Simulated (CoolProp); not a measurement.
A single-stage vapour-compression cycle with R227EA: evaporating at 283.15 K (dew point), condensing at 349.15 K (bubble point), superheat 2 K, subcooling 5 K, compressor efficiency 0.6, no pressure losses. Each further row changes one setting.

Model: reference Helmholtz-energy equation of state, Lemmon 2016, in CoolProp.

```csv
case,cooling COP,pressure ratio,discharge temperature (K),refrigerating effect (kJ/kg),volumetric capacity (kJ/m³)
as stated,…,6.09,349.3,45.4,1010
evaporating temperature 288.15 K,1.54,5.14,349.4,48.6,…
condensing temperature 344.15 K,1.59,…,344.4,…,1160
subcooling 10 K,1.51,6.09,349.3,…,1160
superheat 12 K,1.43,6.09,358.3,…,1140
compressor efficiency 0.5,1.09,6.09,354.7,45.4,1010
```

Q: Some entries are withheld; supply them.

A: 
- as stated, cooling COP: 1.31
- evaporating temperature 288.15 K, volumetric capacity (kJ/m³): 1270
- condensing temperature 344.15 K, pressure ratio: 5.44
- condensing temperature 344.15 K, refrigerating effect (kJ/kg): 52.2
- subcooling 10 K, refrigerating effect (kJ/kg): 52.4
- superheat 12 K, refrigerating effect (kJ/kg): 53.8
